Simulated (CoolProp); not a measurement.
Computed with CoolProp (reference Helmholtz-energy equation of state, Lemmon 2006). It is a short technical equation, of lower accuracy than the large ones.

**Question.** For isopentane, give the phase and the conductivity (mW/(m K)) at 127.7 K and 13.5 kPa; 362 K and 11.1 kPa.

**Answer.** 
- 127.7 K and 13.5 kPa: liquid; conductivity 193
- 362 K and 11.1 kPa: gas; conductivity 21.8

Thermal conductivity comes from a separate model (Vassiliou 2015).
